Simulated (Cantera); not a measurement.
Predominance diagram of Ca at 1400 K against the partial pressures of O2 and Br2 (log10, bar). Standard-state values (1 bar) from the NASA 1993 polynomials, evaluated with Cantera. Candidates: Ca(l), CaBr2(l), CaO(s). Only these pure phases compete in this equilibrium. Not in the tables: oxide halides.

Question: Which phase is stable at these pairs, and which metal-bearing vapour leads over it? (-16, -4.3); (-12, -8.7); (-9.3, -10.1); (-1.3, -5.8); (-20, -10.1); (-4, -4.3); (-2.7, -4.3)

Answer: 
```tsv
log p(O2)	log p(Br2)	phase	chief vapour	log p (bar)
-16	-4.3	CaBr2(l)	CaBr2	-2.7
-12	-8.7	CaO(s)	CaBr2	-4.2
-9.3	-10.1	CaO(s)	CaBr2	-7.0
-1.3	-5.8	CaO(s)	CaBr2	-6.7
-20	-10.1	CaBr2(l)	CaBr2	-2.7
-4	-4.3	CaO(s)	CaBr2	-3.8
-2.7	-4.3	CaO(s)	CaBr2	-4.5
```
